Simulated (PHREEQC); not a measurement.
Consider water at 20 °C with 0.045 mol/kgw NiSO4, 0.03 mol/kgw NaCl and 0.032 mol/kgw H2SO4. Closed to the air; pH follows from the charge balance.

The numbers come from PHREEQC with the ion-association model, wateq4f.dat.

| quantity | before | after |
|---|---|---|
| pH | 1.56 | 1.31 |
| ionic strength (mol/kgw) | 0.180 | 0.159 |
| SO4-2 (mol/kgw) | 0.0303 | 0.0260 |
| HSO4- (mol/kgw) | 0.0300 | 0.0481 |
| Na+ (mol/kgw) | 0.0287 | 0.0721 |
| NaSO4- (mol/kgw) | 0.00129 | 0.00290 |
| SI of Mirabilite (Na2SO4:10H2O) | -4.03 | -3.27 |
| SI of Halite (NaCl) | -4.91 | -4.49 |

Task: What was changed between the two runs?
A) NiSO4 replaced by NaHSO4 at the same molality
B) NiSO4 from 0.045 to 0.09 mol/kgw
C) temperature from 20 to 80 °C
D) NaCl from 0.03 to 0.3 mol/kgw
E) diluted 2-fold with water

Result: A, NiSO4 replaced by NaHSO4 at the same molality

No solid was allowed to form.
